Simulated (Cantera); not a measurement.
Cantera run:

```python
import numpy as np
import cantera as ct

gas_names = """
    CL CL2 H HCL H2 N NH NH2 NH3 N2 N2H2 N2H4 Si SiCL SiCL2 SiCL3 SiCL4 SiH SiHCL3 SiH2 SiH2CL2 SiH3
    SiH3CL SiH4 SiN Si2 Si2N Si3
""".split()
cond_names = """
    NH4CL(a) NH4CL(b) Si(cr) Si(L) Si3N4(a)
""".split()


def load(file, names, dense=False):
    # The tables refer to 1 bar. Condensed volumes are neglected.
    table = {s.name: s for s in ct.Species.list_from_file(file)}
    out = []
    for n in names:
        d = dict(table[n].input_data)
        d["thermo"] = dict(d["thermo"], **{"reference-pressure": 1e5})
        if dense:
            d["equation-of-state"] = {"model": "constant-volume", "density": "1e6 g/cm^3"}
        out.append(ct.Species.from_dict(d))
    return out


gas = ct.Solution(thermo="ideal-gas", species=load("nasa_gas.yaml", gas_names))
cond = {s.name: ct.Solution(thermo="fixed-stoichiometry", species=[s], name=s.name)
        for s in load("nasa_condensed.yaml", cond_names, dense=True)}
atoms = {
    'Si3H8': {'Si': 3, 'H': 8},
    'HCl': {'H': 1, 'CL': 1},
    'N2': {'N': 2},
}
top_T = {'Si3N4(a)': 2400}  # K; cautious upper limits of use, not melting points


def equilibrate(T, P, feed):
    n = {}
    for name, mol in feed.items():
        for a, k in atoms[name].items():
            n[a] = n.get(a, 0.0) + k * mol
    gas.TPX = T, P, n
    mass = sum(n.values()) * gas.mean_molecular_weight
    gas.equilibrate("TP")
    valid = [c for c in cond.values() if c.min_temp <= T <= top_T.get(c.name, c.max_temp)]
    mix = ct.Mixture([(gas, mass / gas.mean_molecular_weight)] + [(c, 0.0) for c in valid])
    mix.T, mix.P = T, P
    mix.equilibrate("TP", solver="vcs", rtol=1e-11, max_steps=5000)
    return mix


results = []
feed = {'Si3H8': 1, 'HCl': 0.03, 'N2': 250}  # mol
T = 1148.15  # K
P = 1333.22  # Pa
mix = equilibrate(T, P, feed)
results.append((T, P, feed, dict(zip(mix.species_names, mix.species_moles))))
x = sorted(zip(gas.X, gas.species_names), reverse=True)
print(f"T = {T:g} K  P = {P:g} Pa  gas = {mix.phase_moles(0):.4g} mol")
print("   x: " + "  ".join(f"{s} {v:.3e}" for v, s in x if v > 1e-06))
print("   condensed (mol): " + ("  ".join(f"{mix.phase(i).name} {mix.phase_moles(i):.4g}"
      for i in range(1, mix.n_phases) if mix.phase_moles(i) > 1e-12) or "none"))
```

Result:

```
T = 1148.15 K  P = 1333.22 Pa  gas = 252 mol
   x: N2 9.840e-01  H2 1.587e-02  HCL 1.190e-04
   condensed (mol): Si3N4(a) 1
```

Cantera equilibrium calculation (NASA polynomials, part measured and part estimated; ideal gas, pure solids and liquids). The feed counts by its element totals alone. N2 is the only nitrogen source here; it is nearly inert below about 1500 K, so the nitride shown seldom forms there in practice.
